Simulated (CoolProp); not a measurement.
Vapour-liquid equilibrium of o-xylene (1) + n-decane (2) at 105.75 °C; x and y are mole fractions of (1).

Values from CoolProp's multi-fluid Helmholtz-energy mixture model, Zhou 2012 and Lemmon 2006; pair parameters Bell 2016.

Question: Give the bubble pressure and the first vapour's composition at x = 0.15, 0.45, 0.85. Is there an azeotrope?

Answer: x = 0.15: 0.1499 bar, y = 0.319; x = 0.45: 0.2110 bar, y = 0.685; x = 0.85: 0.2917 bar, y = 0.937. No azeotrope shows between x = 0.05 and 0.95.

The pair parameters rest on a limited set of measurements; away from them the model extrapolates.
